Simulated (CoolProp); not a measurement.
Fluoroethane (R161) along the isotherm 139.55 °C: fugacity coefficient from the reference equation and from simpler models built on Tc = 102.1 °C, pc = 5010 kPa, ω = 0.216; each cubic takes its own stable root.

Computed with CoolProp (reference Helmholtz-energy equation of state, Wu 2012).

| p (kPa) | phase | reference |
|---|---|---|
| 15.8 | gas | 0.9992 |
| 24.6 | gas | 0.9987 |
| 38.3 | gas | 0.9980 |
| 59.7 | gas | 0.9969 |
| 92.9 | gas | 0.9952 |
| 145 | gas | 0.9925 |
| 225 | gas | 0.9884 |
| 351 | gas | 0.9819 |
| 546 | gas | 0.9720 |
| 851 | gas | 0.9565 |
| 1320 | gas | 0.9330 |
| 2060 | gas | 0.8965 |
| 3210 | gas | 0.8412 |
| 5000 | gas | 0.7579 |

### Question
How far does each simpler model (Redlich-Kwong, Soave-Redlich-Kwong) lie from the reference over these 14 states: mean and median of the absolute difference, and the worst?

### Answer
- Redlich-Kwong: mean 0.0 %, median 0.0 %, worst -0.2 % at 139.55 °C and 5000 kPa
- Soave-Redlich-Kwong: mean 0.2 %, median 0.1 %, worst +1.3 % at 139.55 °C and 5000 kPa
